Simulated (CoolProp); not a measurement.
Vapour-liquid equilibrium of R125 (1) + fluoroethane (R161) (2) at 0.159 MPa; x and y are mole fractions of (1).

Model: multi-fluid Helmholtz-energy mixture model, Lemmon 2005 and Wu 2012; pair parameters Bell 2016, in CoolProp.

Give the bubble temperature and the first vapour's composition at x = 0.2, 0.65, 0.95. Is there an azeotrope?

x = 0.2: 243.4 K, y = 0.286; x = 0.65: 237.3 K, y = 0.756; x = 0.95: 235.0 K, y = 0.961. No azeotrope shows between x = 0.05 and 0.95.

Pair parameters are fitted to limited data, so mixtures are less certain than the pure fluids. The gap from Raoult's law changes sign with composition, which may be real or a fault of the pair parameters; it wasn't checked against measurements.
